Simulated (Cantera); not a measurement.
Cantera run, input and output.

```python
import numpy as np
import cantera as ct

gas = ct.Solution("h2o2.yaml")
gas.TPX = 548, 21000, {'H2': 1, 'O2': 0.208, 'N2': 0.783, 'H2O': 0.0087}
flame = ct.FreeFlame(gas, width=0.12)
flame.set_refine_criteria(ratio=3, slope=0.08, curve=0.16)
flame.transport_model = "mixture-averaged"
flame.solve(loglevel=0, auto=True)
z, T = flame.grid, flame.T
thick = (T[-1] - T[0]) / np.gradient(T, z).max()
show = ['H2', 'O2', 'H2O2', 'H', 'O', 'HO2']
print(f"laminar burning velocity  {flame.velocity[0] * 100:.3f} cm/s")
print(f"burnt temperature         {T[-1]:.1f} K")
print(f"thermal thickness         {thick * 1e3:.4f} mm")
print(f"grid points               {len(z)}")
z0 = z[flame.heat_release_rate.argmax()]
print(f"{'z/mm':>9s}{'T/K':>9s}{'u/(m/s)':>9s}" + "".join(f"{s:>11s}" for s in show))
rows = []
for k in (-3, -2, -1.5, -1, -0.5, -0.25, 0, 0.25, 0.5, 1, 2, 4, 8):
    zz = z0 + k * thick
    rows.append([k * thick, np.interp(zz, z, T), np.interp(zz, z, flame.velocity),
                 *(np.interp(zz, z, flame.X[gas.species_index(s)]) for s in show)])
    print(f"{rows[-1][0] * 1e3:9.3f}{rows[-1][1]:9.1f}{rows[-1][2]:9.3f}" + "".join(f"{x:11.3e}" for x in rows[-1][3:]))
```

Output:

```
laminar burning velocity  610.170 cm/s
burnt temperature         2110.2 K
thermal thickness         3.4004 mm
grid points               147
     z/mm      T/K  u/(m/s)         H2         O2       H2O2          H          O        HO2
  -10.201    548.0    6.102  5.001e-01  1.040e-01  3.072e-18  1.930e-15  1.920e-17  1.311e-13
   -6.801    548.0    6.102  5.001e-01  1.040e-01  2.291e-15  3.269e-12  2.367e-14  7.123e-11
   -5.101    548.0    6.102  5.001e-01  1.040e-01  1.994e-13  4.317e-10  2.181e-12  3.347e-09
   -3.400    548.0    6.102  5.001e-01  1.040e-01  2.798e-10  2.250e-07  1.203e-09  6.201e-07
   -1.700    564.3    6.268  4.978e-01  1.038e-01  1.200e-06  4.723e-04  1.148e-05  7.409e-05
   -0.850    724.9    7.930  4.717e-01  9.902e-02  1.151e-06  1.070e-02  1.974e-04  4.251e-05
    0.000   1085.8   11.576  3.554e-01  5.971e-02  2.379e-07  6.879e-02  2.834e-03  1.590e-05
    0.850   1322.7   14.029  2.622e-01  7.532e-03  1.203e-07  1.104e-01  1.781e-03  1.953e-06
    1.700   1410.3   14.886  2.558e-01  7.724e-04  8.698e-08  1.077e-01  8.210e-04  1.871e-07
    3.400   1505.7   15.787  2.637e-01  2.856e-04  8.384e-08  9.507e-02  7.251e-04  6.481e-08
    6.801   1612.6   16.773  2.739e-01  2.350e-04  6.819e-08  7.961e-02  6.333e-04  5.000e-08
   13.601   1726.9   17.803  2.850e-01  1.705e-04  4.430e-08  6.276e-02  4.802e-04  3.570e-08
   27.203   1834.4   18.750  2.954e-01  1.063e-04  2.444e-08  4.665e-02  3.111e-04  2.343e-08
```

Computed with Cantera and the H2/O2 subset of GRI-Mech 3.0, which has no nitrogen chemistry. Burning velocities carry a grid error of a few per cent, more on coarse grids.
